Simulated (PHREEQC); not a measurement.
Consider water at 20 °C with 1.2 mol/kgw CaCl2, 0.018 mol/kgw Na2B4O7 and 2.4 mol/kgw NaCl. Closed to the air; pH follows from the charge balance.

Computed with PHREEQC (Pitzer model, pitzer.dat).

This is a speciation only: nothing precipitates in the calculation.

Problem. Order these B species by the share of B that they hold, largest first: B(OH)3, B3O3(OH)4-, B4O5(OH)4-2, CaB(OH)4+, B(OH)4-.

Solution. B(OH)3 (48 %), CaB(OH)4+ (39 %), B(OH)4- (9.5 %), B3O3(OH)4- (2.6 %), B4O5(OH)4-2 (1.5 %)

The pH is 7.26 and the ionic strength 5.98 mol/kgw. Complexes and solids missing from the database can't appear. In brines, pH and single-ion activities rest on the MacInnes convention.
